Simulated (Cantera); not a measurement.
Input: 1 mol Si₂H₆, 0.21 mol NO, 0.95 mol H₂, 7.4 mol O₂, equilibrated at 1048 K and 75.0 Torr.

Equilibrium computed with Cantera from the NASA thermochemical tables; the gas is ideal and each condensed phase is pure. Candidate condensed phases: H₂O, Si, SiO₂, Si₂N₂O, Si₃N₄; 35 gas species. The feed counts by its element totals alone. Rates play no part.

Problem. What is the equilibrium state?

Solution. 
```
Property                              Value
--------------------------------  ---------
x(H₂O)                                0.521
x(O₂)                                 0.465
x(N₂)                                0.0138
x(NO)                               1.02e-5
x(OH)                               1.39e-6
n(SiO₂(β-quartz))                  2.00 mol
gas amount                        7.585 mol
log10 activity of Si(s) (absent)     -34.64
```
